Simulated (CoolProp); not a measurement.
Saturated liquid density (kg/m³) of carbonyl sulfide: the reference equation beside estimates from Tc = 378.8 K, pc = 6369 kPa, ω = 0.098.

Model: reference Helmholtz-energy equation of state, Lemmon 2006, in CoolProp. It is a short technical equation, of lower accuracy than the large ones.

```tsv
T (K)	reference	van der Waals	Peng-Robinson
266.4	1075	691.4	1145
271.7	1062	682.8	1129
277	1048	673.9	1112
282.3	1034	664.8	1094
287.6	1020	655.4	1076
292.9	1005	645.7	1057
298.2	990.2	635.6	1037
303.5	974.4	625.2	1016
308.8	958.1	614.4	994.0
314.1	941.1	603.1	971.1
319.4	923.3	591.3	947.0
324.7	904.7	579.0	921.5
```

Absolute difference from the reference over all 12 rows, mean and median: van der Waals 35.8 and 35.8 %, Peng-Robinson 4.6 and 5.0 %.
